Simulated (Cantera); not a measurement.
What does this Cantera script print?

```python
import numpy as np
import cantera as ct

surf = ct.Interface("diamond.yaml", "diamond_100")
gas, bulk = surf.adjacent["gas"], surf.adjacent["diamond"]
k = surf.kinetics_species_index(bulk.species_names[0])
cover = ["c6HH", "c6H*", "c6*H", "c6**", "c6HM", "c6B"]

rows, drift = [], 0.0
print(f"{'P':>10s}{'um/h':>11s}" + "".join(f"{s:>11s}" for s in cover))
for v in [1100, 1600, 2500, 3900, 6100, 9400, 15000, 23000]:
    T, P, xH, xCH3 = 1073, v, 0.001, 2.3e-05
    gas.TPX = T, P, {"H": xH, "CH3": xCH3, "CH4": 0.011, "H2": 1 - xH - xCH3 - 0.011}
    surf.TP = bulk.TP = T, P
    surf.coverages = "c6H*:0.1, c6HH:0.9"
    surf.advance_coverages(100.0)
    before = surf.coverages
    surf.advance_coverages(100.0)
    drift = max(drift, np.max(np.abs(surf.coverages - before) / (surf.coverages + 1e-9)))
    rate = surf.net_production_rates[k] * bulk.mean_molecular_weight / bulk.density * 3.6e9
    rows.append([rate, *surf[cover].coverages])
    print(f"{v:10.4g}{rate:11.4e}" + "".join(f"{x:11.3e}" for x in rows[-1][1:]))
```

Result:

```
         P       um/h       c6HH       c6H*       c6*H       c6**       c6HM        c6B
      1100 3.4578e-02  5.404e-01  2.477e-02  4.187e-01  1.367e-02  1.546e-03  9.383e-11
      1600 6.4845e-02  5.400e-01  2.475e-02  4.184e-01  1.366e-02  2.082e-03  1.760e-10
      2500 1.3473e-01  5.394e-01  2.473e-02  4.179e-01  1.364e-02  2.870e-03  3.656e-10
      3900 2.7059e-01  5.387e-01  2.469e-02  4.173e-01  1.362e-02  3.783e-03  7.343e-10
      6100 5.2413e-01  5.380e-01  2.466e-02  4.167e-01  1.360e-02  4.758e-03  1.422e-09
      9400 9.5261e-01  5.373e-01  2.463e-02  4.161e-01  1.359e-02  5.667e-03  2.585e-09
   1.5e+04 1.7391e+00  5.366e-01  2.461e-02  4.155e-01  1.357e-02  6.527e-03  4.719e-09
   2.3e+04 2.9146e+00  5.361e-01  2.461e-02  4.151e-01  1.356e-02  7.163e-03  7.909e-09
```

Cantera simulation using the Harris–Goodwin 1993 mechanism for the reconstructed diamond (100) surface; the numbers are that mechanism's predictions, not measurements.
